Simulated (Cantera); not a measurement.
A Cantera script and its output.

```python
import numpy as np
import cantera as ct

gas = ct.Solution("h2o2.yaml")
gas.TPX = 975, 190, {'H2': 0.041, 'O2': 1}
reactor = ct.IdealGasConstPressureReactor(gas, energy="off", clone=False)
net = ct.ReactorNet([reactor])
net.rtol, net.atol = 1e-08, 1e-18
show = ['H2', 'O2', 'H', 'H2O2', 'H2O']
times = np.geomspace(3e-05, 200, 13)

steps = ct.SolutionArray(gas, extra=["t"])
rows = []
print(f"{'t/s':>10s}{'T/K':>9s}{'P/Pa':>11s}" + "".join(f"{s:>11s}" for s in show))
for t in times:
    while net.time < t:
        t_next = net.step()
        steps.append(gas.state, t=t_next)
    rows.append([np.interp(t, steps.t, y) for y in (steps.T, steps.P, *steps(*show).X.T)])
    print(f"{t:10.3e}{rows[-1][0]:9.1f}{rows[-1][1]:11.4g}" + "".join(f"{x:11.3e}" for x in rows[-1][2:]))
rate = np.gradient(steps.T, steps.t)
print("integrator steps:", len(steps.t))
if steps.T.max() > steps.T[0] + 200:
    print(f"time of steepest temperature rise: {steps.t[rate.argmax()]:.4e} s")
gas.TPX = 975, 190, {'H2': 0.041, 'O2': 1}
gas.equilibrate("TP")
print(f"equilibrium (TP): T = {gas.T:.1f} K  " + "  ".join(f"{s} {gas[s].X[0]:.3e}" for s in show))
```

Output:

```
       t/s      T/K       P/Pa         H2         O2          H       H2O2        H2O
 3.000e-05    975.0        190  3.939e-02  9.606e-01  7.678e-13  4.952e-19  1.238e-16
 1.111e-04    975.0        190  3.939e-02  9.606e-01  2.749e-12  6.761e-18  5.672e-15
 4.116e-04    975.0        190  3.939e-02  9.606e-01  9.190e-12  9.258e-17  2.522e-13
 1.524e-03    975.0        190  3.939e-02  9.606e-01  2.917e-11  1.268e-15  8.919e-12
 5.646e-03    975.0        190  3.939e-02  9.606e-01  1.696e-10  1.742e-14  2.816e-10
 2.091e-02    975.0        190  3.939e-02  9.606e-01  2.722e-08  2.613e-13  7.615e-08
 7.746e-02    975.0        190  4.912e-03  9.387e-01  1.158e-02  2.849e-08  2.758e-02
 2.869e-01    975.0        190  4.504e-04  9.388e-01  6.080e-03  7.683e-09  3.561e-02
 1.063e+00    975.0        190  2.042e-04  9.509e-01  1.758e-03  8.904e-09  3.853e-02
 3.936e+00    975.0        190  3.160e-05  9.585e-01  1.051e-04  9.129e-09  3.993e-02
 1.458e+01    975.0        190  2.560e-06  9.597e-01  2.509e-06  5.840e-09  4.013e-02
 5.400e+01    975.0        190  2.338e-07  9.598e-01  7.204e-08  2.357e-09  4.016e-02
 2.000e+02    975.0        190  3.070e-08  9.598e-01  3.536e-09  7.860e-10  4.017e-02
integrator steps: 1949
equilibrium (TP): T = 975.0 K  H2 3.854e-11  O2 9.598e-01  H 1.640e-13  H2O2 3.480e-12  H2O 4.018e-02
```

Model: the H2/O2 subset of GRI-Mech 3.0, which has no nitrogen chemistry, integrated in Cantera. Radical loss at walls, strong at low pressure, is not modelled. The temperature is held fixed by assumption; the heat of reaction is taken as removed at once.
